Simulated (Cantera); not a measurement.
Input: 1 mol Cu2O, 1.7 mol H2, 2.2 mol H2O, equilibrated at 5.20 bar.

Cantera equilibrium calculation (NASA polynomials, part measured and part estimated; ideal gas, pure solids and liquids). Candidate condensed phases: Cu, CuO, Cu(OH)2, Cu2O, H2O; 12 gas species. Kinetics and transport are ignored.

Question: Which condensed phases are stable at each of these points (T (K)): 600, 800, 1000, 1200, 1400, 1600, 1800, 2000, 2200?

Answer: 
| T (K) | condensed phases | Cu condensed (%) |
|---|---|---|
| 600 | Cu(s) | 100.0 |
| 800 | Cu(s) | 100.0 |
| 1000 | Cu(s) | 100.0 |
| 1200 | Cu(s) | 100.0 |
| 1400 | Cu(l) | 100.0 |
| 1600 | Cu(l) | 100.0 |
| 1800 | Cu(l) | 100.0 |
| 2000 | Cu(l) | 99.8 |
| 2200 | Cu(l) | 99.1 |

From 600 K to 1200 K the condensed part is Cu(s). From 1400 K to 2200 K the condensed part is Cu(l).
